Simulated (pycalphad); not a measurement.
Computed with pycalphad from the COST 507 light-alloy database (1999), at 1 atm. The data set is of 1999 and partly superseded. Phase fractions are per mole of atoms.

**Question.** Give the equilibrium state of Sn-59.2Si (at.%) at 950 K.

**Answer.** diamond (Si), fraction 0.591, with >99.99 Si at.%; liquid, fraction 0.409, with 0.21 Si at.%.
